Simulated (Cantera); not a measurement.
Cantera run:

```python
import numpy as np
import cantera as ct

gas_names = """
    C CH CH2 CH3 CH4 CN C2 C2H C2H2,acetylene C2H2,vinylidene C2H3,vinyl CH3CN C2H4 C2H5 C2H6 CCN CNC
    C2N2 C3 C3H3,propargyl C3H4,allene C3H4,propyne C3H4,cyclo- C3H5,allyl C3H6,propylene C3H6,cyclo-
    C3H7,n-propyl C3H7,i-propyl C3H8 C4 C4H2 C4H4,1,3-cyclo- C4H6,butadiene C4H6,2-butyne C4H6,cyclo-
    C4H8,1-butene C4H8,cis2-buten C4H8,tr2-butene C4H8,isobutene C4H8,cyclo- C4H9,n-butyl C4H9,i-butyl
    C4H9,s-butyl C4H9,t-butyl C4H10,isobutane C4H10,n-butane C4N2 C5 C5H6,1,3cyclo- C5H8,cyclo-
    C5H10,1-pentene C5H10,cyclo- C5H11,pentyl C5H11,t-pentyl C5H12,n-pentane C5H12,i-pentane
    CH3C(CH3)2CH3 C6H2 C6H5,phenyl C6H6 C6H10,cyclo- C6H12,1-hexene C6H12,cyclo- C6H13,n-hexyl
    C7H7,benzyl C7H8 C7H14,1-heptene C7H15,n-heptyl C7H16,n-heptane C8H8,styrene C8H10,ethylbenz
    C8H16,1-octene C8H17,n-octyl C8H18,isooctane C8H18,n-octane C9H19,n-nonyl C10H8,naphthale
    C10H21,n-decyl C12H9,o-bipheny C12H10,bipheny H HCN HCCN HNC H2 N NH NH2 NH3 N2 N2H2 N2H4
""".split()
cond_names = """
    C(gr) C6H6(L) C7H8(L) C8H18(L),n-octa
""".split()


def load(file, names, dense=False):
    # The tables refer to 1 bar. Condensed volumes are neglected.
    table = {s.name: s for s in ct.Species.list_from_file(file)}
    out = []
    for n in names:
        d = dict(table[n].input_data)
        d["thermo"] = dict(d["thermo"], **{"reference-pressure": 1e5})
        if dense:
            d["equation-of-state"] = {"model": "constant-volume", "density": "1e6 g/cm^3"}
        out.append(ct.Species.from_dict(d))
    return out


gas = ct.Solution(thermo="ideal-gas", species=load("nasa_gas.yaml", gas_names))
cond = {s.name: ct.Solution(thermo="fixed-stoichiometry", species=[s], name=s.name)
        for s in load("nasa_condensed.yaml", cond_names, dense=True)}
atoms = {
    'n-butane': {'C': 4, 'H': 10},
    'NH3': {'N': 1, 'H': 3},
    'H2': {'H': 2},
}
top_T = {'C(gr)': 4500}  # K; cautious upper limits of use, not melting points


def equilibrate(T, P, feed):
    n = {}
    for name, mol in feed.items():
        for a, k in atoms[name].items():
            n[a] = n.get(a, 0.0) + k * mol
    gas.TPX = T, P, n
    mass = sum(n.values()) * gas.mean_molecular_weight
    gas.equilibrate("TP")
    valid = [c for c in cond.values() if c.min_temp <= T <= top_T.get(c.name, c.max_temp)]
    mix = ct.Mixture([(gas, mass / gas.mean_molecular_weight)] + [(c, 0.0) for c in valid])
    mix.T, mix.P = T, P
    mix.equilibrate("TP", solver="vcs", rtol=1e-11, max_steps=5000)
    return mix


results = []
feed = {'n-butane': 1, 'NH3': 0.12, 'H2': 0.94}  # mol
T = 1975  # K
for P in [10, 46, 220, 1000, 4600, 22000, 100000, 460000, 2200000, 10000000]:
    mix = equilibrate(T, P, feed)
    results.append((T, P, feed, dict(zip(mix.species_names, mix.species_moles))))

top = {s: max(r[3][s] / sum(r[3][g] for g in gas_names) for r in results) for s in gas_names}
cols = sorted((s for s in top if top[s] > 0.0001), key=lambda s: -top[s])[:8]
seen = [c for c in cond_names if any(r[3].get(c, 0) > 1e-12 for r in results)]
print("log10 of partial pressures in bar; condensed amounts in mol")
print(f"{'P/Pa':>10s}" + "".join(f"{s[:9]:>10s}" for s in cols + seen))
for T, P, feed, n in results:
    ng = sum(n[g] for g in gas_names)
    print(f"{P:10.4g}" + "".join(f"{np.log10(max(n[s] / ng * P / 1e5, 1e-99)):10.3f}" for s in cols)
          + "".join(f"{n.get(c, 0):10.4g}" for c in seen))
```

Output:

```
log10 of partial pressures in bar; condensed amounts in mol
      P/Pa        H2         H       CH4        N2       HCN C2H2,acet      C2H4       NH3     C(gr)
        10    -4.064    -4.896   -11.471    -6.071    -6.942    -7.252   -13.426   -13.810     3.985
        46    -3.370    -4.549   -10.082    -5.394    -6.257    -6.557   -12.037   -12.430     3.984
       220    -2.675    -4.201    -8.693    -4.707    -5.566    -5.863   -10.648   -11.045     3.984
      1000    -2.011    -3.869    -7.364    -4.047    -4.903    -5.198    -9.319    -9.718     3.984
      4600    -1.345    -3.536    -6.033    -3.382    -4.238    -4.532    -7.987    -8.387     3.984
   2.2e+04    -0.664    -3.196    -4.670    -2.702    -3.557    -3.851    -6.625    -7.025     3.983
     1e+05    -0.006    -2.867    -3.354    -2.044    -2.899    -3.193    -5.309    -5.709     3.981
   4.6e+05     0.657    -2.535    -2.029    -1.380    -2.236    -2.531    -3.984    -4.384     3.971
   2.2e+06     1.333    -2.197    -0.677    -0.698    -1.557    -1.854    -2.631    -3.028     3.924
     1e+07     1.976    -1.876     0.610    -0.029    -0.901    -1.211    -1.345    -1.729     3.736
```

These are equilibrium values from Cantera (NASA tables, ideal gas, pure condensed phases), not measurements of a reactor. The ideal-gas law is rough above about 30 bar.
